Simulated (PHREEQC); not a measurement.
NaOH is added in steps, without added water, to 1 kg of water holding 0.29 mol/kgw HF, 0.012 mol/kgw Na2CO3 and 0.00051 mol/kgw LiCl, at 25 °C. O2 is buffered at 0.21 atm. The system is closed to CO2. Nothing may precipitate in this run.

Base run: PHREEQC, ion-association model, wateq4f.dat. Each further column changes one thing. The table gives HCO3- (mol/kgw).

| NaOH added (mol) | base | metal-ligand complexes left out | Davies equation for every ion | all activity coefficients set to 1 | Debye-Hückel limiting law |
|---|---|---|---|---|---|
| 0 | 1.08e-6 | 1.09e-6 | 1.10e-6 | 1.03e-6 | 1.12e-6 |
| 0.02813 | 2.21e-6 | 2.24e-6 | 2.27e-6 | [?] | 2.29e-6 |
| 0.05625 | 3.79e-6 | [?] | [?] | 3.79e-6 | 3.95e-6 |
| 0.09375 | 6.93e-6 | [?] | 7.20e-6 | 6.96e-6 | [?] |
| 0.1219 | 1.06e-5 | 1.11e-5 | 1.11e-5 | 1.06e-5 | 1.12e-5 |
| 0.15 | 1.64e-5 | 1.73e-5 | 1.72e-5 | 1.63e-5 | [?] |
| 0.1781 | 2.66e-5 | 2.83e-5 | 2.79e-5 | 2.61e-5 | 2.82e-5 |
| 0.2062 | 4.73e-5 | 5.10e-5 | 4.98e-5 | 4.59e-5 | 5.05e-5 |
| 0.2437 | 0.000160 | [?] | 0.000169 | 0.000152 | 0.000171 |
| 0.2719 | 0.00575 | 0.00620 | 0.00576 | 0.00541 | 0.00593 |
| 0.3 | 5.61e-5 | 0.000136 | 5.24e-5 | 4.13e-5 | 4.77e-5 |

### Question
What belongs in the gaps?

### Answer

- 0.02813, all activity coefficients set to 1: 2.19e-6
- 0.05625, metal-ligand complexes left out: 3.87e-6
- 0.05625, Davies equation for every ion: 3.91e-6
- 0.09375, metal-ligand complexes left out: 7.15e-6
- 0.09375, Debye-Hückel limiting law: 7.26e-6
- 0.15, Debye-Hückel limiting law: 1.74e-5
- 0.2437, metal-ligand complexes left out: 0.000176

wateq4f.dat counts part of the HF as a dimer, H2F2, which phreeqc.dat doesn't know; its constant is uncertain.
